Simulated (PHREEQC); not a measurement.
# City or well water: speciation

Synthetic water in mmol/kgw, 60 °C, pH 6.83, pe 8.8:

```tsv
constituent	mmol/kgw
Na	4.74
K	5.95e-07
Ca	1.97
Mg	1.11
Cl	2.3
S(6)	1.29
Alkalinity (meq/kgw)	3.03
Sr	0.00367
```

Valence states are taken as typed.

All values are PHREEQC results (ion-association model, phreeqc.dat), not measurements.

This is a speciation only: nothing precipitates in the calculation.

Task: Predict the ionic strength.

Result: ionic strength 0.0123 mol/kgw.

Task: In which forms is Ca present?

Result: Ca+2 89 %, CaSO4 7.5 %, CaHCO3+ 2.8 % of the Ca.

At this temperature some constants are extrapolated from 25 °C, and those without enthalpy data are left unchanged.
